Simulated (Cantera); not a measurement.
A closed system holds: 1 mol AlCl3, 36 mol N2, held at 1423 K and 3.30 mbar.

Method: chemical equilibrium by Gibbs-energy minimisation in Cantera with the NASA 1993 tables (ideal gas, pure condensed phases). Candidate condensed phases: Al, AlCl3, AlN; 11 gas species. The tables' values for AlCl2 are old estimates; treat these amounts as uncertain. Rates play no part.

Base state: N2 0.973, AlCl3 0.0268, Cl 0.000213, AlCl2 0.000186, AlCl 1.36e-5 (mole fractions); condensed: gas only.

### Question
What changes in the equilibrium state with this change: 0.77 mol O2 added?

### Answer
| species | before | after |
|---|---|---|
| N2 | 0.973 | 0.932 |
| Cl | 0.000213 | 0.0579 |
| Cl2 | 1.30e-7 | 0.00965 |
| AlCl3 | 0.0268 | 0.000147 |
| O2 | 0 | 0.000602 |
| AlCl2 | 0.000186 | 3.73e-9 |
| NO | 0 | 4.79e-5 |
| Al2O3(s), mol | 0 | 0.497 |
Further candidate phases: Al2O3.
